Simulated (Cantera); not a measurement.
Charge: 1 mol HI, 0.061 mol O2, held at 1000 Pa.

Method: chemical equilibrium by Gibbs-energy minimisation in Cantera with the NASA 1993 tables (ideal gas, pure condensed phases). Candidate condensed phases: H2O, I2; 12 gas species. Kinetics and transport are ignored.

x: gas mole fraction; nothing condenses.

| T (K) | x HI | x I | x H | x H2 | x I2 | x H2O | x O | x OH |
|---|---|---|---|---|---|---|---|---|
| 675 | 0.667 | 0.00267 | <1e-12 | 0.0441 | 0.165 | 0.122 | <1e-12 | <1e-12 |
| 875 | 0.604 | 0.0582 | 1.28e-10 | 0.0649 | 0.154 | 0.118 | <1e-12 | <1e-12 |
| 1075 | 0.438 | 0.281 | 4.77e-8 | 0.106 | 0.0703 | 0.105 | <1e-12 | 1.79e-10 |
| 1275 | 0.226 | 0.497 | 3.05e-6 | 0.171 | 0.0146 | 0.0917 | <1e-12 | 1.90e-8 |
| 1475 | 0.102 | 0.595 | 6.01e-5 | 0.214 | 0.00288 | 0.0857 | 1.55e-10 | 6.29e-7 |
| 1675 | 0.0497 | 0.632 | 0.000561 | 0.233 | 0.000717 | 0.0834 | 1.88e-8 | 9.70e-6 |
| 1875 | 0.0269 | 0.647 | 0.00321 | 0.240 | 0.000227 | 0.0822 | 8.68e-7 | 8.58e-5 |
| 2075 | 0.0159 | 0.651 | 0.0130 | 0.238 | 8.75e-5 | 0.0809 | 1.97e-5 | 0.000504 |
| 2275 | … | 0.646 | … | 0.224 | … | 0.0775 | … | … |
| 2475 | … | 0.626 | … | … | … | … | … | … |
| 2675 | 0.00362 | 0.585 | 0.197 | 0.145 | 9.11e-6 | 0.0421 | 0.0124 | 0.0143 |
| 2875 | 0.00196 | 0.533 | 0.314 | 0.0881 | 4.61e-6 | 0.0138 | 0.0327 | 0.0147 |
| 3075 | 0.000983 | 0.497 | 0.401 | 0.0412 | 2.60e-6 | 0.00237 | 0.0480 | 0.00812 |

Task: Complete the blanks.

Result: 
- 2275, x HI: 0.00985
- 2275, x H: 0.0402
- 2275, x I2: 3.86e-5
- 2275, x O: 0.000266
- 2275, x OH: 0.00216
- 2475, x HI: 0.00612
- 2475, x H: 0.0988
- 2475, x H2: 0.193
- 2475, x I2: 1.85e-5
- 2475, x H2O: 0.0671
- 2475, x O: 0.00234
- 2475, x OH: 0.00692
